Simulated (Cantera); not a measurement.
Input: 1 mol Ti, 0.36 mol O₂, 52 mol H₂, equilibrated at 710000 Pa.

Method: chemical equilibrium by Gibbs-energy minimisation in Cantera with the NASA 1993 tables (ideal gas, pure condensed phases). Candidate condensed phases: H₂O, Ti, TiO, TiO₂, Ti₂O₃, Ti₃O₅, Ti₄O₇; 12 gas species. Mutual solubility and eutectic melting of coexisting phases are not modelled. TiO: taken at fixed stoichiometry. Condensed phases not in the tables: N, O or C dissolved in the metal. Rates play no part. All values below are at 1900 K.

Base state: H₂ 1.000, H 0.000298 (mole fractions); condensed: Ti(β) + TiO(s).

Q: What changes in the equilibrium state with this change: pressure from 710000 Pa to 880 Pa?

A: 
```json
[
 {"species": "H₂", "before": "1.000", "after": "0.991"},
 {"species": "H", "before": "0.000298", "after": "0.00842"},
 {"species": "Ti", "before": "3.42e-7", "after": "0.000276"},
 {"species": "TiO", "before": "1.72e-8", "after": "1.39e-5"},
 {"species": "Ti(β), mol", "before": "0.280", "after": "0.266"},
 {"species": "TiO(s), mol", "before": "0.720", "after": "0.719"}
]
```
